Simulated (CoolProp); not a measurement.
Vapour pressure (MPa) of ethylene: the reference equation beside estimates from Tc = 9.2 °C, pc = 5.042 MPa, ω = 0.087. Clausius-Clapeyron is anchored at -59.25 °C with a constant enthalpy of vaporisation of 11.35 kJ/mol.

Values from CoolProp's reference Helmholtz-energy equation of state, Smukala 2000.

```
T (°C)  reference  Lee-Kesler  Clausius-Clapeyron  van der Waals  Redlich-Kwong  Peng-Robinson
------  ---------  ----------  ------------------  -------------  -------------  -------------
-94.95     0.1656      0.1647              0.2156         0.5829         0.1723         0.1669
-83.05     0.2968      0.2963              0.3483         0.8262         0.3146         0.2975
-71.15     0.4940      0.4942              0.5318          1.128         0.5285         0.4939
-59.25     0.7746      0.7756              0.7746          1.495         0.8305         0.7740
-47.35      1.157       1.158               1.084          1.930          1.237          1.157
-35.45      1.660       1.660               1.468          2.437          1.763          1.663
-23.55      2.305       2.303               1.930          3.020          2.423          2.313
-11.65      3.116       3.112               2.475          3.682          3.232          3.131
```

Absolute difference from the reference over all 8 rows, mean and median: Lee-Kesler 0.1 and 0.1 %, Clausius-Clapeyron 13.7 and 13.9 %, van der Waals 101.8 and 79.9 %, Redlich-Kwong 5.8 and 6.1 %, Peng-Robinson 0.3 and 0.2 %.
